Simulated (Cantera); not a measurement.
# Equilibrium for halide evaporation, hydrolysis and transport: MgCl2 + O2 + H2

Feed: 1 mol MgCl2, 1 mol O2, a varied amount of H2, at 0.0120 bar.

Method: chemical equilibrium by Gibbs-energy minimisation in Cantera with the NASA 1993 tables (ideal gas, pure condensed phases). Candidate condensed phases: H2O, Mg, MgCl2, MgO, Mg(OH)2; 22 gas species. Rates play no part.

**Question.** Map the stable condensed phases over T = 1102, 1177, 1252, 1327, 1402, 1477, 1552, 1627, 1702, 1777, 1852 °C and n(H2) in mol = 60, 89, 120, 150, 180, 200, 230, 260.

**Answer.** 
```
T in °C \ n(H2) in mol
          60  89 120 150 180 200 230 260
   1852    A   A   A   A   A   A   A   A
   1777    A   A   A   A   A   A   A   A
   1702    A   A   A   A   A   A   A   A
   1627    B   A   A   A   A   A   A   A
   1552    B   B   B   B   A   A   A   A
   1477    B   B   B   B   B   B   B   B
   1402    B   B   B   B   B   B   B   B
   1327    B   B   B   B   B   B   B   B
   1252    B   B   B   B   B   B   B   B
   1177    B   B   B   B   B   B   B   B
   1102    B   B   B   B   B   B   B   B
```
A: gas only; B: MgO.
